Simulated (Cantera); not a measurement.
Mixture: CH4 : H2 : O2 : N2 = 1 : 0.096 : 3.94 : 21.7 (molar parts), equivalence ratio 0.52, at 1.01 bar, adiabatic and at constant pressure. Ignition delay is the time to a rise of 400 K.

Model: GRI-Mech 3.0 (53 species, 325 reactions), integrated in Cantera.

Problem. Predict: delay at 1050 K; delay at 1100 K; delay at 1150 K; delay at 1200 K; delay at 1250 K; delay at 1300 K; apparent activation energy between 1200 and 1300 K.

Solution. 
```
Item                                                    Result
--------------------------------------------------  ----------
delay at 1050 K                                        0.102 s
delay at 1100 K                                        57.2 ms
delay at 1150 K                                        31.8 ms
delay at 1200 K                                        17.6 ms
delay at 1250 K                                        9.86 ms
delay at 1300 K                                        5.63 ms
apparent activation energy between 1200 and 1300 K  150 kJ/mol
```
